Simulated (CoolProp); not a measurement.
Saturation properties of methanol.

Computed with CoolProp (reference Helmholtz-energy equation of state, de Reuck 1993).

| T (K) | p (bar) | enthalpy of vaporisation (kJ/kg) | liquid cp (kJ/(kg K)) | vapour Z | vapour viscosity (µPa s) | liquid conductivity (mW/(m K)) |
|---|---|---|---|---|---|---|
| 367.2 | 2.923 | 1037 | 3.106 | 0.9127 | 11.7 | 187 |
| 376.6 | 3.939 | 1013 | 3.207 | 0.8983 | 11.9 | 185 |
| 386 | 5.222 | 987.3 | 3.315 | 0.8820 | 12.2 | 183 |
| 395.4 | 6.823 | 959.2 | 3.431 | 0.8634 | 12.4 | 181 |
| 404.8 | 8.793 | 928.5 | 3.557 | 0.8424 | 12.6 | 180 |
| 414.2 | 11.19 | 895.0 | 3.694 | 0.8187 | 12.9 | 178 |
| 423.5 | 14.05 | 858.7 | 3.845 | 0.7925 | 13.1 | 176 |
| 432.9 | 17.50 | 818.8 | 4.018 | 0.7634 | 13.4 | 174 |
| 442.3 | 21.57 | 775.9 | 4.216 | 0.7323 | 13.6 | 173 |
| 451.7 | 26.35 | 730.9 | 4.453 | 0.7008 | 13.9 | 171 |
| 461.1 | 31.91 | 684.5 | 4.747 | 0.6701 | 14.3 | 170 |
| 470.5 | 38.30 | 635.8 | 5.137 | 0.6389 | 14.8 | 168 |
| 479.8 | 45.55 | 580.4 | 5.709 | 0.6006 | 15.5 | 166 |
| 489.2 | 53.96 | 505.5 | 6.761 | 0.5414 | 16.5 | 165 |

It boils at 337.6 K under 1 atm.

Viscosity comes from a separate model (Xiang 2006). Thermal conductivity comes from a separate model (Sykioti 2013).
